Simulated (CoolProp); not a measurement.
Aqueous ethanol as a coolant, 47 % by mass, freezing at -35.4 °C, 1 atm.

Computed with CoolProp (Melinder's fits for secondary coolants).

```
T (°C)  conductivity (W/(m K))  density (kg/m³)  cp (kJ/(kg K))  viscosity (mPa s)
------  ----------------------  ---------------  --------------  -----------------
-28.8                    0.315            957.3               ?               40.7
-22.7                        ?            952.8           3.432               26.0
-16.6                        ?            948.3           3.514               17.3
-10.5                        ?            943.7           3.591                  ?
-4.4                     0.322            939.1           3.662               8.50
1.7                      0.324            934.5               ?               6.25
7.7                      0.326            929.9           3.786               4.74
13.8                     0.328            925.1           3.840               3.67
19.9                     0.330            920.4           3.887                  ?
26                       0.332            915.6           3.928               2.32
32.1                     0.333            910.7               ?               1.89
38.2                     0.335            905.9           3.992               1.56
```

Fill in the missing entries.


- -28.8, cp (kJ/(kg K)): 3.345
- -22.7, conductivity (W/(m K)): 0.316
- -16.6, conductivity (W/(m K)): 0.318
- -10.5, conductivity (W/(m K)): 0.320
- -10.5, viscosity (mPa s): 11.9
- 1.7, cp (kJ/(kg K)): 3.727
- 19.9, viscosity (mPa s): 2.89
- 32.1, cp (kJ/(kg K)): 3.963
